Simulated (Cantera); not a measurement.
A Cantera script and its output.

```python
import numpy as np
import cantera as ct

gas = ct.Solution("gri30.yaml")
gas.TPX = 2173, 44000, {'CH4': 1, 'CO2': 0.43}
inlet = ct.Reservoir(gas, clone=True)

reactor = ct.IdealGasConstPressureReactor(gas, energy="off", clone=False)
exhaust = ct.Reservoir(gas, clone=True)
tau = [13, 4.9, 1.9, 0.73, 0.28, 0.11, 0.042, 0.016, 0.0062][0]
for a, b in ((inlet, reactor), (reactor, exhaust)):
    ct.MassFlowController(a, b, mdot=lambda t: reactor.mass / tau)
net = ct.ReactorNet([reactor])
show = ['CH4', 'CO2', 'CO', 'CH2', 'O', 'CH2CO']

rows = []
print(f"{'tau/s':>10s}{'T/K':>9s}" + "".join(f"{s:>11s}" for s in show))
for tau in [13, 4.9, 1.9, 0.73, 0.28, 0.11, 0.042, 0.016, 0.0062]:
    net.initial_time = 0.0
    net.advance(30 * tau)
    before = gas.X
    net.advance(40 * tau)
    drift = np.max(np.abs(gas.X - before) / (gas.X + 1e-9))
    rows.append([gas.T, *gas[show].X, drift])
    print(f"{tau:10.3e}{gas.T:9.1f}" + "".join(f"{x:11.3e}" for x in gas[show].X))
```

It prints:

```
     tau/s      T/K        CH4        CO2         CO        CH2          O      CH2CO
 1.300e+01   2173.0  5.655e-04  8.229e-06  3.000e-01  1.380e-06  2.595e-10  2.704e-07
 4.900e+00   2173.0  7.857e-04  2.170e-05  3.000e-01  1.901e-06  6.749e-10  4.379e-07
 1.900e+00   2173.0  1.174e-03  5.574e-05  2.999e-01  2.798e-06  1.706e-09  7.942e-07
 7.300e-01   2173.0  1.846e-03  1.444e-04  2.995e-01  4.283e-06  4.305e-09  1.586e-06
 2.800e-01   2173.0  2.979e-03  3.725e-04  2.983e-01  6.603e-06  1.060e-08  3.377e-06
 1.100e-01   2173.0  4.815e-03  9.235e-04  2.952e-01  9.964e-06  2.429e-08  7.330e-06
 4.200e-02   2173.0  7.964e-03  2.265e-03  2.875e-01  1.490e-05  5.181e-08  1.641e-05
 1.600e-02   2173.0  1.324e-02  5.230e-03  2.718e-01  2.170e-05  9.467e-08  3.540e-05
 6.200e-03   2173.0  2.193e-02  1.123e-02  2.464e-01  3.040e-05  1.406e-07  6.822e-05
```

Computed with Cantera and GRI-Mech 3.0 (53 species, 325 reactions). GRI-Mech 3.0 stops at C3 and has no aromatics, soot or wall deposition, so with more carbon than oxygen in the feed, carbon stays in small species such as C2H2 where larger ones or solid carbon would form.
